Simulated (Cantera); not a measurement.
## Ignition delay

Mixture: 2.61 % CH4, 0.470 % C2H6, 1.10 % C3H8, 18.7 % O2, 70.3 % N2, 6.79 % H2O, equivalence ratio 0.66, at 500000 Pa, adiabatic and at constant volume. Ignition delay is the time to a rise of 400 K.

Cantera simulation using GRI-Mech 3.0 (53 species, 325 reactions); the numbers are that mechanism's predictions, not measurements. GRI-Mech 3.0 was tuned for natural gas; its chemistry of propane as a main component is partial and can be far from experiment.

```json
[
 {"T0 (K)": "1150", "delay (ms)": "2.62"},
 {"T0 (K)": "1225", "delay (ms)": "0.885"},
 {"T0 (K)": "1300", "delay (ms)": "0.318"},
 {"T0 (K)": "1375", "delay (ms)": "0.125"},
 {"T0 (K)": "1450", "delay (ms)": "0.0543"},
 {"T0 (K)": "1525", "delay (ms)": "0.0264"},
 {"T0 (K)": "1600", "delay (ms)": "0.0143"},
 {"T0 (K)": "1675", "delay (ms)": "0.00844"},
 {"T0 (K)": "1750", "delay (ms)": "0.00542"}
]
```

The apparent activation energy between 1600 and 1750 K is 150 kJ/mol.
